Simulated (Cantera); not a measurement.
A closed system holds: 1 mol Al(CH₃)₃, 15 mol N₂O, 740 mol H₂, held at 2100 K and 1.00 bar.

Cantera equilibrium calculation (NASA polynomials, part measured and part estimated; ideal gas, pure solids and liquids). Candidate condensed phases: Al, AlN, Al₂O₃, C, C₆H₆, C₇H₈, C₈H₁₈, H₂O; 148 gas species. The feed counts by its element totals alone. Gases not in the tables: Al(OH)₃. Rates play no part.

Base state: H₂ 0.960, N₂ 0.0196, H₂O 0.0137, CO 0.00392, H 0.00305, CO₂ 1.13e-5 (mole fractions); condensed: Al₂O₃(s).

**Question.** What changes in the equilibrium state with this change: temperature from 2100 K to 723 K?

**Answer.** 
| species | before | after |
|---|---|---|
| H₂ | 0.960 | 0.958 |
| N₂ | 0.0196 | 0.0194 |
| H₂O | 0.0137 | 0.0179 |
| CH₄ | 6.68e-9 | 0.00397 |
| CO | 0.00392 | 7.39e-8 |
| H | 0.00305 | <1e-9 |
| CO₂ | 1.13e-5 | 1.06e-8 |
| NH₃ | 2.26e-6 | 0.000916 |
| Al₂O₃(s), mol | 0.499 | 0.500 |

**Question.** What changes in the equilibrium state with this change: temperature from 2100 K to 1723 K?

**Answer.** 
| species | before | after |
|---|---|---|
| H₂ | 0.960 | 0.962 |
| N₂ | 0.0196 | 0.0197 |
| H₂O | 0.0137 | 0.0138 |
| H | 0.00305 | 0.000179 |
| CO₂ | 1.13e-5 | 1.59e-5 |
| CO | 0.00392 | 0.00392 |
| Al₂O₃(s), mol | 0.499 | 0.500 |
